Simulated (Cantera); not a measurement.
Feed: 1 mol CaCl2, 0.054 mol HCl, 97 mol H2, held at 22000 Pa.

Cantera equilibrium calculation (NASA polynomials, part measured and part estimated; ideal gas, pure solids and liquids). Candidate condensed phases: Ca, CaCl2; 9 gas species. The numbers say what is thermodynamically allowed, not how fast it happens.

Problem. At 1975 K, list the 6 most abundant gas species with their mole fractions, and the condensed phases.

Solution. H2 0.985, CaCl2 0.00881, H 0.00289, HCl 0.00237, CaCl 0.000910, Ca 0.000456. Condensed: gas only.
